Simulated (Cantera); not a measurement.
# Reactions in the system Cl-H-O-Sr

Cantera with NASA thermochemical tables; ideal gases at 1 bar, condensed phases pure. Values are per mole of reaction as written; species without (g) are pure solids or liquids, kept so even where they would boil at 1 bar.

SrCl2 + 2 OH(g) + Sr = 2 SrO + 2 HCl(g)

```json
[
 {"T (K)": "373", "ΔH° (kJ)": "-619.4", "ΔS° (J/K)": "-55.1", "ΔG° (kJ)": "-598.9", "log10 K": "83.86", "condensed phases": "SrCl2(s), Sr(s), SrO(s)"},
 {"T (K)": "448", "ΔH° (kJ)": "-620.2", "ΔS° (J/K)": "-57.1", "ΔG° (kJ)": "-594.7", "log10 K": "69.33", "condensed phases": "SrCl2(s), Sr(s), SrO(s)"},
 {"T (K)": "523", "ΔH° (kJ)": "-620.9", "ΔS° (J/K)": "-58.5", "ΔG° (kJ)": "-590.3", "log10 K": "58.96", "condensed phases": "SrCl2(s), Sr(s), SrO(s)"},
 {"T (K)": "598", "ΔH° (kJ)": "-621.6", "ΔS° (J/K)": "-59.7", "ΔG° (kJ)": "-585.9", "log10 K": "51.18", "condensed phases": "SrCl2(s), Sr(s), SrO(s)"},
 {"T (K)": "673", "ΔH° (kJ)": "-622.3", "ΔS° (J/K)": "-60.8", "ΔG° (kJ)": "-581.4", "log10 K": "45.12", "condensed phases": "SrCl2(s), Sr(s), SrO(s)"},
 {"T (K)": "748", "ΔH° (kJ)": "-623.0", "ΔS° (J/K)": "-61.8", "ΔG° (kJ)": "-576.8", "log10 K": "40.28", "condensed phases": "SrCl2(s), Sr(s), SrO(s)"},
 {"T (K)": "823", "ΔH° (kJ)": "-624.7", "ΔS° (J/K)": "-63.9", "ΔG° (kJ)": "-572.1", "log10 K": "36.31", "condensed phases": "SrCl2(s), Sr(s), SrO(s)"},
 {"T (K)": "898", "ΔH° (kJ)": "-625.7", "ΔS° (J/K)": "-65.0", "ΔG° (kJ)": "-567.3", "log10 K": "33.00", "condensed phases": "SrCl2(s), Sr(s), SrO(s)"},
 {"T (K)": "973", "ΔH° (kJ)": "-627.0", "ΔS° (J/K)": "-66.4", "ΔG° (kJ)": "-562.3", "log10 K": "30.19", "condensed phases": "SrCl2(s), Sr(s), SrO(s)"},
 {"T (K)": "1048", "ΔH° (kJ)": "-643.5", "ΔS° (J/K)": "-82.6", "ΔG° (kJ)": "-556.9", "log10 K": "27.76", "condensed phases": "SrCl2(s), Sr(l), SrO(s)"},
 {"T (K)": "1123", "ΔH° (kJ)": "-646.8", "ΔS° (J/K)": "-85.7", "ΔG° (kJ)": "-550.6", "log10 K": "25.61", "condensed phases": "SrCl2(s), Sr(l), SrO(s)"}
]
```

SrO + OH(g) + H(g) = Sr(OH)2

| T (K) | ΔH° (kJ) | ΔS° (J/K) | ΔG° (kJ) | log10 K | condensed phases |
|---|---|---|---|---|---|
| 373 | -635.5 | -260.8 | -538.2 | 75.37 | SrO(s), Sr(OH)2(s) |
| 448 | -636.2 | -262.5 | -518.6 | 60.46 | SrO(s), Sr(OH)2(s) |
| 523 | -636.2 | -262.7 | -498.9 | 49.82 | SrO(s), Sr(OH)2(s) |
| 598 | -635.6 | -261.6 | -479.2 | 41.86 | SrO(s), Sr(OH)2(s) |
| 673 | -634.4 | -259.6 | -459.7 | 35.68 | SrO(s), Sr(OH)2(s) |
| 748 | -632.4 | -256.9 | -440.3 | 30.75 | SrO(s), Sr(OH)2(s) |
| 823 | -608.2 | -225.9 | -422.2 | 26.80 | SrO(s), Sr(OH)2(l) |
| 898 | -604.3 | -221.4 | -405.4 | 23.58 | SrO(s), Sr(OH)2(l) |
| 973 | -600.4 | -217.3 | -389.0 | 20.88 | SrO(s), Sr(OH)2(l) |
| 1048 | -596.7 | -213.6 | -372.8 | 18.58 | SrO(s), Sr(OH)2(l) |
| 1123 | -593.0 | -210.2 | -357.0 | 16.60 | SrO(s), Sr(OH)2(l) |
